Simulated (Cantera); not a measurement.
What does this Cantera script print?

```python
import numpy as np
import cantera as ct

gas_names = [...]  # 114 gases of nasa_gas.yaml made of C, Fe, H, O
cond_names = """
    C(gr) C6H6(L) C7H8(L) C8H18(L),n-octa Fe(a) Fe(c) Fe(d) Fe(L) FeC5O5(L) FeO(s) FeO(L) Fe(OH)2(s)
    Fe(OH)3(s) Fe2O3(s) Fe3O4(s) H2O(s) H2O(L)
""".split()


# ... load() reads the species with a 1 bar reference pressure and builds the phases ...
atoms = {
    'Fe': {'Fe': 1},
    'CO': {'C': 1, 'O': 1},
    'H2': {'H': 2},
}
top_T = {'C(gr)': 4500, 'Fe2O3(s)': 1830, 'Fe3O4(s)': 1870}  # K; cautious upper limits of use, not melting points


# ... equilibrate(T, P, feed) seeds the gas with the atoms and calls Mixture.equilibrate('TP', solver="vcs", rtol=1e-11, max_steps=5000) ...
results = []
feed = {'Fe': 1, 'CO': 0.14, 'H2': 3}  # mol
P = 13  # Pa
for T in [700, 800, 900, 1000, 1100, 1200, 1300, 1400, 1500, 1600]:
    mix = equilibrate(T, P, feed)
    results.append((T, P, feed, dict(zip(mix.species_names, mix.species_moles))))

top = {s: max(r[3][s] / sum(r[3][g] for g in gas_names) for r in results) for s in gas_names}
cols = sorted((s for s in top if top[s] > 1e-06), key=lambda s: -top[s])[:8]
seen = [c for c in cond_names if any(r[3].get(c, 0) > 1e-12 for r in results)]
print("log10 of partial pressures in bar; condensed amounts in mol")
print(f"{'T/K':>10s}" + "".join(f"{s[:9]:>10s}" for s in cols + seen))
for T, P, feed, n in results:
    ng = sum(n[g] for g in gas_names)
    print(f"{T:10.4g}" + "".join(f"{np.log10(max(n[s] / ng * P / 1e5, 1e-99)):10.3f}" for s in cols)
          + "".join(f"{n.get(c, 0):10.4g}" for c in seen))
```

Output:

```
log10 of partial pressures in bar; condensed amounts in mol
       T/K        H2        CO        Fe         H       H2O       CH4       CO2     C(gr)     Fe(a)     Fe(c)
       700    -3.906    -5.275   -23.041   -15.550    -6.549    -6.882    -6.944  0.006372         1         0
       800    -3.906    -5.239   -19.190   -13.491    -7.768    -7.690    -8.475         0         1         0
       900    -3.906    -5.237   -16.204   -11.885    -8.560    -8.516    -9.529         0         1         0
      1000    -3.906    -5.237   -13.827   -10.597    -9.203    -9.175   -10.377         0         1         0
      1100    -3.906    -5.237   -11.899    -9.540    -9.733    -9.715   -11.070         0         1         0
      1200    -3.906    -5.237   -10.304    -8.658   -10.172   -10.170   -11.641         0         0         1
      1300    -3.906    -5.237    -8.962    -7.909   -10.507   -10.592   -12.084         0         0         1
      1400    -3.906    -5.237    -7.815    -7.266   -10.701   -11.048   -12.368         0         0    0.9996
      1500    -3.907    -5.238    -6.824    -6.708   -10.795   -11.519   -12.539         0         0    0.9964
      1600    -3.912    -5.242    -5.960    -6.220   -10.854   -11.968   -12.662         0         0    0.9732
```

Cantera equilibrium calculation (NASA polynomials, part measured and part estimated; ideal gas, pure solids and liquids). Condensed phases not in the tables: cementite and carbon dissolved in iron.
